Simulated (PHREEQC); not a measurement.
Solution (85 °C): 0.0015 mol CuSO4, 0.037 mol H2SO4 and 0.3 mol NiCl2 per kg of water. Closed to the air; pH follows from the charge balance.

Equilibrium calculation in PHREEQC: ion-association model, wateq4f.dat.

Precipitation was switched off in this run.

Question: Estimate the pH, activity of water, ionic strength.

Answer: pH 1.42; activity of water 0.985; ionic strength 0.719 mol/kgw.

Question: In which forms is Cu present?

Answer: CuCl+ 67 %, Cu+2 24 %, CuCl2 8.6 %, CuSO4 0.9 % of the Cu.

Caution: at this ionic strength the ion-association model is outside its range; a Pitzer model would be the better tool where its parameters exist. Away from 25 °C the constants follow the database's enthalpies or fits; those with neither stay at their 25 °C values.
